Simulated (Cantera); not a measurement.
A perfectly stirred reactor is fed with 9.75 % CH4, 0.361 % C2H6, 18.9 % O2, 71.0 % N2, equivalence ratio 1.1, at 0.590 bar; it is adiabatic with a 773 K inlet, and is followed from long to short residence time, starting on the burning branch (τ in s: 0.27, 0.07, 0.018, 0.0047, 0.0012, 0.00032, 8.4e-05, 2.2e-05, 5.7e-06).

Computed with Cantera and GRI-Mech 3.0 (53 species, 325 reactions).

Q: Predict: blow-out, bracketed by the residence times tried; x(CH4) at τ = 0.270 s; x(C2H6) at τ = 0.270 s; x(O2) at τ = 0.270 s; x(H2) at τ = 0.270 s; x(O) at τ = 0.270 s; x(CH4) at τ = 1.20 ms; x(C2H6) at τ = 1.20 ms; x(O2) at τ = 1.20 ms; x(H2) at τ = 1.20 ms; x(O) at τ = 1.20 ms.

A: 
```
Quantity                                                                       Value
------------------------------------------------  ----------------------------------
blow-out, bracketed by the residence times tried  burning at 84.0 µs, out at 22.0 µs
x(CH4) at τ = 0.270 s                                                        7.83e-7
x(C2H6) at τ = 0.270 s                                                       2.98e-9
x(O2) at τ = 0.270 s                                                         0.00464
x(H2) at τ = 0.270 s                                                          0.0156
x(O) at τ = 0.270 s                                                         0.000979
x(CH4) at τ = 1.20 ms                                                        7.55e-5
x(C2H6) at τ = 1.20 ms                                                       6.15e-7
x(O2) at τ = 1.20 ms                                                          0.0131
x(H2) at τ = 1.20 ms                                                          0.0222
x(O) at τ = 1.20 ms                                                          0.00381
```
